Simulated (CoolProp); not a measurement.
Vapour-liquid equilibrium of CH2F2 (R32) (1) + R125 (2) at 189.5 K; x and y are mole fractions of (1).

Values from CoolProp's multi-fluid Helmholtz-energy mixture model, Tillner-Roth 1997 and Lemmon 2005; pair parameters Lemmon 2004.

```tsv
x	bubble pressure, mixture model (bar)	bubble pressure, Raoult's law (bar)	y, mixture model	y, Raoult's law
0.05	0.1204	0.1201	…	0.060
0.2	…	0.1238	…	0.232
0.35	0.1311	0.1275	…	0.394
0.5	…	0.1313	…	0.547
0.65	…	0.1350	0.692	0.692
0.8	0.1432	0.1387	0.817	0.829
0.95	0.1441	0.1425	0.949	0.958
```

Task: What belongs in the gaps?

Result: 
- 0.05, y, mixture model: 0.063
- 0.2, bubble pressure, mixture model (bar): 0.1256
- 0.2, y, mixture model: 0.245
- 0.35, y, mixture model: 0.412
- 0.5, bubble pressure, mixture model (bar): 0.1361
- 0.5, y, mixture model: 0.560
- 0.65, bubble pressure, mixture model (bar): 0.1403

The largest gap from Raoult's law is +3.9 % in bubble pressure, at x = 0.65. y crosses x between x = 0.8 and 0.95: the model has an azeotrope there.

Pair parameters are fitted to limited data, so mixtures are less certain than the pure fluids.
